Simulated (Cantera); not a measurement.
Cantera run, input and output.

```python
import numpy as np
import cantera as ct

gas = ct.Solution("gri30.yaml")
gas.TPX = 1398, 130000, {'N2O': 5.9, 'H2O': 0.011}
reactor = ct.IdealGasConstPressureReactor(gas, energy="off", clone=False)
net = ct.ReactorNet([reactor])
net.rtol, net.atol = 1e-08, 1e-18
show = ['N2O', 'H2O', 'HO2', 'NO', 'O']
times = np.geomspace(2e-05, 1, 9)

steps = ct.SolutionArray(gas, extra=["t"])
rows = []
print(f"{'t/s':>10s}{'T/K':>9s}{'P/Pa':>11s}" + "".join(f"{s:>11s}" for s in show))
for t in times:
    while net.time < t:
        t_next = net.step()
        steps.append(gas.state, t=t_next)
    rows.append([np.interp(t, steps.t, y) for y in (steps.T, steps.P, *steps(*show).X.T)])
    print(f"{t:10.3e}{rows[-1][0]:9.1f}{rows[-1][1]:11.4g}" + "".join(f"{x:11.3e}" for x in rows[-1][2:]))
rate = np.gradient(steps.T, steps.t)
print("integrator steps:", len(steps.t))
if steps.T.max() > steps.T[0] + 200:
    print(f"time of steepest temperature rise: {steps.t[rate.argmax()]:.4e} s")
gas.TPX = 1398, 130000, {'N2O': 5.9, 'H2O': 0.011}
gas.equilibrate("TP")
print(f"equilibrium (TP): T = {gas.T:.1f} K  " + "  ".join(f"{s} {gas[s].X[0]:.3e}" for s in show))
```

Output:

```
       t/s      T/K       P/Pa        N2O        H2O        HO2         NO          O
 2.000e-05   1398.0    1.3e+05  9.976e-01  1.860e-03  9.029e-08  6.393e-05  2.348e-05
 7.734e-05   1398.0    1.3e+05  9.960e-01  1.857e-03  1.044e-06  2.728e-04  2.345e-05
 2.991e-04   1398.0    1.3e+05  9.898e-01  1.849e-03  2.959e-06  1.063e-03  2.332e-05
 1.156e-03   1398.0    1.3e+05  9.664e-01  1.830e-03  2.031e-06  3.964e-03  2.292e-05
 4.472e-03   1398.0    1.3e+05  8.831e-01  1.777e-03  8.281e-07  1.418e-02  2.196e-05
 1.729e-02   1398.0    1.3e+05  6.430e-01  1.628e-03  2.851e-07  4.274e-02  1.961e-05
 6.687e-02   1398.0    1.3e+05  2.474e-01  1.386e-03  1.052e-07  8.325e-02  1.273e-05
 2.586e-01   1398.0    1.3e+05  2.250e-02  1.252e-03  3.323e-08  9.447e-02  2.456e-06
 1.000e+00   1398.0    1.3e+05  1.970e-05  1.240e-03  1.334e-08  9.391e-02  4.347e-07
integrator steps: 1338
equilibrium (TP): T = 1398.0 K  N2O 5.543e-08  H2O 1.240e-03  HO2 1.492e-08  NO 8.327e-04  O 4.669e-07
```

Cantera simulation using GRI-Mech 3.0 (53 species, 325 reactions); the numbers are that mechanism's predictions, not measurements. GRI-Mech 3.0 was tuned for natural gas; its chemistry of N2O as a main component is partial and can be far from experiment. The mechanism lacks the step 2 NO + O2 → 2 NO2, which can matter for NO2 below about 1400 K. The temperature is held fixed by assumption; the heat of reaction is taken as removed at once.
